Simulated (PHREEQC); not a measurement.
Consider water at 62 °C with 0.0014 mol/kgw HCl, 0.014 mol/kgw LiCl and 0.014 mol/kgw MnSO4. Closed to the air; pH follows from the charge balance.

All values are PHREEQC results (ion-association model, phreeqc.dat), not measurements.

No solid was allowed to form.

Order these S species by the share of S that they hold, largest first: LiSO4-, HSO4-, SO4-2, MnSO4.

SO4-2 (59 %), MnSO4 (35 %), HSO4- (4.8 %), LiSO4- (1.6 %)

The pH is 3.21 and the ionic strength 0.0497 mol/kgw. At this temperature some constants are extrapolated from 25 °C, and those without enthalpy data are left unchanged.
